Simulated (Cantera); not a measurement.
## Hydrocarbon pyrolysis for carbon deposition

An isothermal, constant-pressure homogeneous reactor starts with CH₄ : N₂ = 1 : 5.2 (molar parts), at 1500 K and 0.987 atm.

Computed with Cantera and GRI-Mech 3.0 (53 species, 325 reactions). GRI-Mech 3.0 stops at C3 and has no aromatics, soot or wall deposition, so with more carbon than oxygen in the feed, carbon stays in small species such as C2H2 where larger ones or solid carbon would form.

| t (s) | x CH₄ | x H₂ | x CH₂ | x C₂H | x H |
|---|---|---|---|---|---|
| 5.00e-6 | 0.161 | 2.52e-7 | <1e-12 | <1e-12 | 1.71e-8 |
| 3.91e-5 | 0.161 | 2.09e-6 | 4.89e-12 | <1e-12 | 1.72e-8 |
| 0.000306 | 0.161 | 1.70e-5 | 2.24e-10 | <1e-12 | 1.91e-8 |
| 0.00239 | 0.161 | 0.000186 | 1.51e-9 | <1e-12 | 3.51e-8 |
| 0.0187 | 0.157 | 0.00341 | 5.37e-9 | 3.37e-11 | 2.38e-7 |
| 0.146 | 0.131 | 0.0377 | 3.20e-9 | 8.48e-10 | 1.51e-6 |
| 1.14 | 0.0611 | 0.128 | 1.20e-9 | 2.70e-9 | 4.42e-6 |
| 8.95 | 0.0169 | 0.184 | 4.77e-10 | 4.58e-9 | 7.55e-6 |
| 70.0 | 0.0164 | 0.185 | 4.67e-10 | 4.62e-9 | 7.62e-6 |
x: mole fraction; the columns are a selection and need not sum to one.

Equilibrium at this temperature and pressure: CH₄ 0.0119, H₂ 0.192, CH₂ 3.28e-10, C₂H 2.15e-9, H 7.76e-6 (gas phase only).
